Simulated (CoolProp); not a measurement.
Carbonyl sulfide at several states: density (kg/m³) from the reference equation and from simpler models built on Tc = 105.6 °C, pc = 6.369 MPa, ω = 0.098; each cubic takes its own stable root.

Values from CoolProp's reference Helmholtz-energy equation of state, Lemmon 2006. It is a short technical equation, of lower accuracy than the large ones.

```json
[
 {"T (°C)": "277.05", "p (MPa)": "0.323", "phase": "gas", "reference": "4.263", "ideal gas": "4.242", "van der Waals": "4.266", "Soave-Redlich-Kwong": "4.262", "Peng-Robinson": "4.267"},
 {"T (°C)": "263.35", "p (MPa)": "0.116", "phase": "gas", "reference": "1.565", "ideal gas": "1.562", "van der Waals": "1.566", "Soave-Redlich-Kwong": "1.565", "Peng-Robinson": "1.566"},
 {"T (°C)": "327.75", "p (MPa)": "26", "phase": "supercritical", "reference": "370.0", "ideal gas": "312.6", "van der Waals": "384.6", "Soave-Redlich-Kwong": "348.1", "Peng-Robinson": "___"},
 {"T (°C)": "225.05", "p (MPa)": "10.5", "phase": "supercritical", "reference": "199.1", "ideal gas": "___", "van der Waals": "211.6", "Soave-Redlich-Kwong": "___", "Peng-Robinson": "___"},
 {"T (°C)": "341.45", "p (MPa)": "0.412", "phase": "gas", "reference": "4.864", "ideal gas": "4.844", "van der Waals": "4.870", "Soave-Redlich-Kwong": "4.862", "Peng-Robinson": "4.868"},
 {"T (°C)": "120.65", "p (MPa)": "1.71", "phase": "gas", "reference": "___", "ideal gas": "___", "van der Waals": "34.00", "Soave-Redlich-Kwong": "34.31", "Peng-Robinson": "34.67"}
]
```

Q: Fill in the missing entries.

A: 
- 327.75, Peng-Robinson: 368.7
- 225.05, ideal gas: 152.3
- 225.05, Soave-Redlich-Kwong: 193.9
- 225.05, Peng-Robinson: 202.7
- 120.65, reference: 34.27
- 120.65, ideal gas: 31.37
